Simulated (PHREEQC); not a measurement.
## City or well water (model solution)

Synthetic water in mg/kgw, 25 °C, pH 6.87, pe 8.5: Na 2.12; K 5.17; Ca 29.9; Mg 5.74; Cl 53.3; S(6) as SO4 14.6; Alkalinity as HCO3 19.9; Br 3.43; Si as SiO2 0.0438; Pb 12.4; B 0.217.

Valence states are taken as typed.

Computed with PHREEQC (ion-association model, phreeqc.dat).

Each row changes one thing in this solution. No solid was allowed to form.

```tsv
case	ionic strength (mol/kgw)	HCO3- (mol/kgw)	SO4-2 (mol/kgw)	CO2 (mol/kgw)	PbCO3 (mol/kgw)	Pb+2 (mol/kgw)	SI of Pb(OH)2 (Pb(OH)2)	SI of Anglesite (PbSO4)
as made	0.00327	0.000262	0.000135	7.47e-5	2.73e-5	2.36e-5	+0.85	-0.92
Cl from 53.3 to 107 mg/kgw	…	0.000264	0.000136	7.47e-5	2.66e-5	…	+0.84	-0.94
Na from 2.12 to 6.36 mg/kgw	0.00336	0.000262	0.000135	7.46e-5	2.73e-5	2.36e-5	+0.85	-0.92
all concentrations times 2 at the same typed pH	0.00643	0.000495	0.000253	0.000138	6.67e-5	3.40e-5	+0.97	-0.57
```

What belongs in the gaps?


- Cl from 53.3 to 107 mg/kgw, ionic strength (mol/kgw): 0.00403
- Cl from 53.3 to 107 mg/kgw, Pb+2 (mol/kgw): 2.35e-5

Species that the database lacks are ignored. Some of these states are supersaturated (in Cerussite, Pb(OH)2, for instance).
